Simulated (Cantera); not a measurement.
Gas activation for diamond growth

An isothermal, constant-pressure homogeneous reactor starts with CH4 : H2 : CO2 = 0.011 : 1 : 0.047 (molar parts), at 2598 K and 0.133 bar.

Computed with Cantera and GRI-Mech 3.0 (53 species, 325 reactions).

```csv
t (s),x CH4,x H2,x CO2,x CH2,x CH2O,x CH2CO
5.00e-6,0.0101,0.944,0.0443,4.44e-7,2.28e-8,1.44e-11
1.49e-5,0.00979,0.942,0.0437,2.90e-6,3.13e-7,7.05e-10
4.41e-5,0.00884,0.932,0.0391,1.90e-5,1.32e-6,2.89e-8
0.000131,0.00629,0.899,0.0164,8.22e-5,2.59e-6,4.80e-7
0.000389,0.00184,0.873,0.000408,7.80e-5,1.68e-6,1.83e-6
0.00116,0.000387,0.867,0.000312,2.97e-5,5.07e-7,1.27e-6
0.00343,4.29e-5,0.859,0.000297,5.32e-6,7.76e-8,1.01e-7
0.0102,1.03e-10,0.839,0.000294,2.55e-11,2.93e-9,<1e-12
0.0303,3.88e-11,0.824,0.000293,1.48e-11,2.28e-9,<1e-12
0.0899,3.67e-11,0.822,0.000293,1.45e-11,2.23e-9,<1e-12
0.267,3.67e-11,0.822,0.000293,1.45e-11,2.23e-9,<1e-12
0.793,3.67e-11,0.822,0.000293,1.45e-11,2.23e-9,<1e-12
2.36,3.67e-11,0.822,0.000293,1.45e-11,2.23e-9,<1e-12
7.00,3.67e-11,0.822,0.000293,1.45e-11,2.23e-9,<1e-12
```
x: mole fraction; the columns are a selection and need not sum to one.

Equilibrium at this temperature and pressure: CH4 4.02e-11, H2 0.822, CO2 0.000293, CH2 1.57e-11, CH2O 2.23e-9, CH2CO <1e-12 (gas phase only).
